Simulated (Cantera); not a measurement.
A perfectly stirred reactor is fed with C2H6 : N2 = 1 : 190 (molar parts), at 150000 Pa; it is held at 1075 K, and followed from long to short residence time.

Cantera simulation using GRI-Mech 3.0 (53 species, 325 reactions); the numbers are that mechanism's predictions, not measurements. GRI-Mech 3.0 stops at C3 and has no aromatics, soot or wall deposition, so with more carbon than oxygen in the feed, carbon stays in small species such as C2H2 where larger ones or solid carbon would form.

### Question
What does this change do: temperature 1075 to 1698 K?

### Answer
```tsv
quantity	before	after
x(C2H6) at τ = 2.40 s	0.000841	3.23e-7
x(C2H2) at τ = 2.40 s	0.000956	0.00491
x(C2H4) at τ = 2.40 s	0.00326	5.71e-6
x(H) at τ = 2.40 s	6.80e-8	1.28e-5
x(HCN) at τ = 2.40 s	<1e-12	2.27e-5
x(C2H6) at τ = 75.0 ms	0.00438	8.13e-6
x(C2H2) at τ = 75.0 ms	1.63e-5	0.00440
x(C2H4) at τ = 75.0 ms	0.000820	4.92e-5
x(H) at τ = 75.0 ms	7.76e-8	1.88e-5
x(HCN) at τ = 75.0 ms	<1e-12	8.33e-6
```

### Question
What does this change do: pressure from 150000 Pa to 13300 Pa?

### Answer
```tsv
quantity	before	after
x(C2H6) at τ = 2.40 s	0.000841	0.00143
x(C2H2) at τ = 2.40 s	0.000956	0.000716
x(C2H4) at τ = 2.40 s	0.00326	0.00294
x(H) at τ = 2.40 s	6.80e-8	3.76e-7
x(HCN) at τ = 2.40 s	<1e-12	1.29e-11
x(C2H6) at τ = 75.0 ms	0.00438	0.00498
x(C2H2) at τ = 75.0 ms	1.63e-5	1.36e-6
x(C2H4) at τ = 75.0 ms	0.000820	0.000242
x(H) at τ = 75.0 ms	7.76e-8	2.21e-7
x(HCN) at τ = 75.0 ms	<1e-12	6.53e-12
```
